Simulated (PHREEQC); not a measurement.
Synthetic water in mg/kgw, 50 °C, pH 7.29: Na 3270; K 346; Ca 234; Mg 318; Cl 5610; S(6) as SO4 1170; Alkalinity as HCO3 34.8; Sr 15.

Valence states are taken as typed.

Computed with PHREEQC (Pitzer model, pitzer.dat).

Precipitation was switched off in this run.

### Question
Order these C species by the share of C that they hold, largest first: CO3-2, HCO3-, MgCO3, CO2.

### Answer
HCO3- (93 %), CO2 (6.5 %), CO3-2 (0.45 %), MgCO3 (0.38 %)

The pH is 7.29 and the ionic strength 0.217 mol/kgw. At this temperature some constants are extrapolated from 25 °C, and those without enthalpy data are left unchanged.
